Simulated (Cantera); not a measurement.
Mixture: CH₄ : C₂H₆ : C₃H₈ : O₂ : N₂ = 1 : 0.068 : 0.15 : 1.49 : 5.62 (molar parts), equivalence ratio 2.0, at 1.30 bar, adiabatic and at constant volume. Ignition delay is the time to a rise of 400 K.

Cantera simulation using GRI-Mech 3.0 (53 species, 325 reactions); the numbers are that mechanism's predictions, not measurements. GRI-Mech 3.0 was tuned for natural gas; its chemistry of propane as a main component is partial and can be far from experiment.

Task: Predict: delay at 1075 K; delay at 1125 K; delay at 1175 K; delay at 1225 K; delay at 1275 K; delay at 1325 K; apparent activation energy between 1225 and 1325 K.

Result: 
| Item | Value |
|---|---|
| delay at 1075 K | 50.7 ms |
| delay at 1125 K | 22.1 ms |
| delay at 1175 K | 9.52 ms |
| delay at 1225 K | 4.18 ms |
| delay at 1275 K | 1.92 ms |
| delay at 1325 K | 0.937 ms |
| apparent activation energy between 1225 and 1325 K | 200 kJ/mol |
